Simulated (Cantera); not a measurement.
A closed system holds: 1 mol Ti(OiPr)4, 0.15 mol CH4, 12 mol H2, 0.13 mol H2O, held at 17.0 mbar.

Equilibrium computed with Cantera from the NASA thermochemical tables; the gas is ideal and each condensed phase is pure. Candidate condensed phases: C, C6H6, C7H8, C8H18, H2O, Ti, TiC, TiO, TiO2, Ti2O3, Ti3O5, Ti4O7; 113 gas species. The feed counts by its element totals alone. TiC: taken at fixed stoichiometry. Condensed phases not in the tables: Magnéli phases beyond Ti4O7. The numbers say what is thermodynamically allowed, not how fast it happens.

log p: log10 of the partial pressure in bar; n: condensed amount in mol.

```tsv
T (°C)	log p H2	log p CO	log p H	log p C2H2 (acetylene)	log p CH4	log p H2O	n C(graphite)	n TiO2(rutile)	n Ti4O7(s)	n Ti3O5(s)	n TiC(s)
727	-1.80	-2.90	-9.55	-10.75	[?]	-5.11	10.00	1.00	0	0	0
827	-1.81	-2.85	-8.49	-9.68	[?]	-5.71	9.76	0	0.250	0	0
927	-1.81	-2.84	-7.61	-8.80	[?]	-6.23	9.68	0	0	0.333	0
1027	-1.83	-2.64	-6.87	-8.07	[?]	-6.51	7.02	0	0	0	1.00
1127	-1.83	-2.64	-6.23	-7.43	[?]	-6.90	7.02	0	0	0	1.00
1227	-1.83	-2.64	-5.67	-6.88	[?]	-7.24	7.02	0	0	0	1.00
1327	-1.83	-2.64	-5.18	-6.39	[?]	-7.53	7.02	0	0	0	1.00
1427	-1.83	-2.64	-4.75	-5.97	[?]	-7.79	7.02	0	0	0	1.00
1527	-1.83	-2.64	-4.36	-5.59	[?]	-8.02	7.01	0	0	0	1.00
1627	-1.84	-2.64	-4.02	-5.25	[?]	-8.22	7.00	0	0	0	1.00
1727	-1.84	-2.64	-3.71	-4.95	[?]	-8.41	6.98	0	0	0	1.000
1827	-1.84	-2.64	-3.43	-4.68	[?]	-8.58	6.94	0	0	0	1.000
1927	-1.85	-2.65	-3.18	-4.44	[?]	-8.74	6.89	0	0	0	1.000
```

Complete the blanks.


- 727, log p CH4: -4.63
- 827, log p CH4: -5.06
- 927, log p CH4: -5.42
- 1027, log p CH4: -5.77
- 1127, log p CH4: -6.03
- 1227, log p CH4: -6.26
- 1327, log p CH4: -6.45
- 1427, log p CH4: -6.63
- 1527, log p CH4: -6.78
- 1627, log p CH4: -6.92
- 1727, log p CH4: -7.05
- 1827, log p CH4: -7.17
- 1927, log p CH4: -7.29
